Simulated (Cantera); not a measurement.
## Hydrogen reduction and annealing atmospheres: Nb2O5 + H2 + H2O

Charge: 1 mol Nb2O5, 9.6 mol H2, 5.8 mol H2O, equilibrated at 0.360 bar.

Method: chemical equilibrium by Gibbs-energy minimisation in Cantera with the NASA 1993 tables (ideal gas, pure condensed phases). Candidate condensed phases: H2O, Nb, NbO, NbO2, Nb2O5; 12 gas species. Condensed phases not in the tables: the oxides between NbO2 and Nb2O5. Equilibrium is a limit: real reactors are often held back by kinetics, nucleation or transport.

```csv
T (°C),x H2,x H2O,x H,x OH,x NbO2,x O,n Nb2O5(s),n Nb2O5(l)
625,0.623,0.377,1.44e-10,<1e-12,<1e-12,<1e-12,1.00,0
725,0.623,0.377,2.83e-9,3.72e-12,<1e-12,<1e-12,1.00,0
825,0.623,0.377,3.25e-8,8.66e-11,<1e-12,<1e-12,1.00,0
925,0.623,0.377,2.50e-7,1.19e-9,<1e-12,<1e-12,1.00,0
1025,0.623,0.377,1.41e-6,1.10e-8,<1e-12,<1e-12,1.00,0
1125,0.623,0.377,6.23e-6,7.42e-8,2.02e-12,<1e-12,1.00,0
1225,0.623,0.377,2.26e-5,3.87e-7,6.33e-11,1.22e-11,1.00,0
1325,0.623,0.377,7.00e-5,1.65e-6,1.27e-9,1.54e-10,1.00,0
1425,0.623,0.377,0.000190,5.91e-6,1.77e-8,1.45e-9,1.00,0
1525,0.623,0.377,0.000463,1.84e-5,1.78e-7,1.06e-8,0,1.000
1625,0.623,0.376,0.00103,5.08e-5,1.17e-6,6.31e-8,0,1.000
1725,0.622,0.376,0.00211,0.000127,6.30e-6,3.15e-7,0,1.000
1825,0.620,0.376,0.00404,0.000290,2.84e-5,1.35e-6,0,1.000
```
x: gas mole fraction; n: condensed amount in mol.

From 625 °C to 1425 °C the condensed part is Nb2O5(s). From 1525 °C to 1825 °C the condensed part is Nb2O5(l).
